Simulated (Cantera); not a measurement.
Charge: 1 mol Si, 0.03 mol O₂, 99 mol H₂, at 1.33 mbar.

Method: chemical equilibrium by Gibbs-energy minimisation in Cantera with the NASA 1993 tables (ideal gas, pure condensed phases). Candidate condensed phases: H₂O, Si, SiO₂; 18 gas species. Mutual solubility and eutectic melting of coexisting phases are not modelled. The tables hold silica as quartz up to 1696 K and as liquid above; real silica turns to tridymite and cristobalite and melts near 1996 K. Kinetics and transport are ignored.

x: gas mole fraction; n: condensed amount in mol.

| T (K) | x H₂ | x H | x SiO | x Si | x SiH | n Si(s) | n SiO₂(β-quartz) |
|---|---|---|---|---|---|---|---|
| 973 | 1.00 | 2.96e-8 | 1.22e-7 | <1e-12 | <1e-12 | 0.970 | 0.0300 |
| 1023 | 1.000 | 1.13e-7 | 9.98e-7 | <1e-12 | <1e-12 | 0.970 | 0.0300 |
| 1073 | 1.000 | 3.84e-7 | 6.67e-6 | (withheld) | 7.04e-12 | 0.970 | 0.0297 |
| 1123 | 1.000 | 1.17e-6 | 3.75e-5 | (withheld) | 4.48e-11 | 0.968 | 0.0281 |
| 1173 | 1.000 | 3.23e-6 | 0.000182 | (withheld) | 2.43e-10 | 0.961 | 0.0210 |
| 1223 | 0.999 | 8.23e-6 | 0.000606 | (withheld) | 1.14e-9 | 0.940 | 0 |
| 1273 | 0.999 | 1.95e-5 | 0.000606 | (withheld) | 4.77e-9 | 0.940 | 0 |
| 1323 | 0.999 | 4.34e-5 | 0.000606 | (withheld) | 1.78e-8 | 0.940 | 0 |
| 1373 | 0.999 | 9.12e-5 | 0.000606 | (withheld) | 6.04e-8 | 0.940 | 0 |
| 1423 | 0.999 | 0.000182 | 0.000606 | (withheld) | 1.88e-7 | 0.940 | 0 |
| 1473 | 0.999 | 0.000346 | 0.000606 | (withheld) | 5.39e-7 | 0.939 | 0 |
| 1523 | 0.999 | 0.000633 | 0.000605 | (withheld) | 1.44e-6 | 0.938 | 0 |
| 1573 | 0.998 | 0.00111 | 0.000605 | (withheld) | 3.62e-6 | 0.935 | 0 |
| 1623 | 0.997 | 0.00189 | 0.000605 | (withheld) | 8.59e-6 | 0.927 | 0 |

Complete the blanks.


- 1073, x Si: 5.18e-12
- 1123, x Si: 4.83e-11
- 1173, x Si: 3.71e-10
- 1223, x Si: 2.41e-9
- 1273, x Si: 1.35e-8
- 1323, x Si: 6.65e-8
- 1373, x Si: 2.91e-7
- 1423, x Si: 1.15e-6
- 1473, x Si: 4.11e-6
- 1523, x Si: 1.35e-5
- 1573, x Si: 4.12e-5
- 1623, x Si: 0.000117
